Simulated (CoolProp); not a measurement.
Values from CoolProp's reference Helmholtz-energy equation of state, Lemmon 2004. It is a short technical equation, of lower accuracy than the large ones.

For n-dodecane, give the phase and the cp (kJ/(kg K)), Joule-Thomson coefficient (K/MPa) at 303.6 K and 101 kPa; 330.3 K and 101 kPa.


- 303.6 K and 101 kPa: liquid; cp 2.23, Joule-Thomson coefficient -0.422
- 330.3 K and 101 kPa: liquid; cp 2.32, Joule-Thomson coefficient -0.394
